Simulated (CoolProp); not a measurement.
Values from CoolProp's reference Helmholtz-energy equation of state, Lemmon 2006. It is a short technical equation, of lower accuracy than the large ones.

For C3F8 (R218), give the phase and the Z, Joule-Thomson coefficient (K/MPa), viscosity (µPa s), conductivity (mW/(m K)) at 279.9 K and 13800 kPa.


- 279.9 K and 13800 kPa: liquid; Z 0.733, Joule-Thomson coefficient -0.233, viscosity 311, conductivity 58.7

Viscosity comes from a separate model (Huber 2003), an estimate that may be off by 10 % or more. Thermal conductivity comes from a separate model (Huber 2003), an estimate that may be off by 10 % or more.
